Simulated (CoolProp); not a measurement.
Vapour-liquid equilibrium of R125 (1) + dimethyl ether (2) at 273.9 K; x and y are mole fractions of (1).

Model: multi-fluid Helmholtz-energy mixture model, Lemmon 2005 and Wu 2011; pair parameters Bell 2016, in CoolProp.

```
x      bubble pressure (MPa)  y at the bubble point  dew pressure at overall composition x (MPa)  liquid density (mol/L)
-----  ---------------------  ---------------------  -------------------------------------------  ----------------------
0.05                  0.2807                  0.072                                       0.2785                   14.96
0.125                 0.2926                  0.180                                       0.2863                   14.65
0.2                   0.3065                  0.287                                       0.2950                   14.35
0.275                 0.3232                  0.392                                       0.3049                   14.04
0.35                  0.3433                  0.494                                       0.3162                   13.74
0.425                 0.3672                  0.589                                       0.3293                   13.44
0.5                   0.3956                  0.678                                       0.3447                   13.14
0.575                 0.4287                  0.756                                       0.3632                   12.84
0.65                  0.4666                  0.824                                       0.3859                   12.53
0.725                 0.5091                  0.880                                       0.4144                   12.22
0.8                   0.5554                  0.925                                       0.4520                   11.90
0.875                 0.6043                  0.960                                       0.5049                   11.56
0.95                  0.6540                  0.987                                       0.5886                   11.21
```

No azeotrope shows between x = 0.05 and 0.95.

Pair parameters are fitted to limited data, so mixtures are less certain than the pure fluids.
